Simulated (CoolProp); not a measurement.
Hydrogen chloride along the isobar 2.82 MPa: density (kg/m³) from the reference equation and from simpler models built on Tc = 324.7 K, pc = 8.314 MPa, ω = 0.130; each cubic takes its own stable root.

Model: reference Helmholtz-energy equation of state, Thol 2018, in CoolProp.

| T (K) | phase | reference |
|---|---|---|
| 186 | liquid | 1194 |
| 233.8 | liquid | 1067 |
| 281.7 | gas | 58.18 |
| 329.5 | gas | 43.15 |
| 377.3 | gas | 35.68 |
| 425.1 | gas | 30.78 |
| 473 | gas | 27.18 |
| 520.8 | gas | 24.40 |

Q: How far does each simpler model (van der Waals, Redlich-Kwong, Peng-Robinson) lie from the reference over these 8 states: mean and median of the absolute difference, and the worst?

A: 
- van der Waals: mean 11.9 %, median 1.8 %, worst -40.7 % at 233.8 K and 2.82 MPa
- Redlich-Kwong: mean 4.3 %, median 0.9 %, worst -14.3 % at 233.8 K and 2.82 MPa
- Peng-Robinson: mean 0.6 %, median 0.2 %, worst -2.5 % at 281.7 K and 2.82 MPa
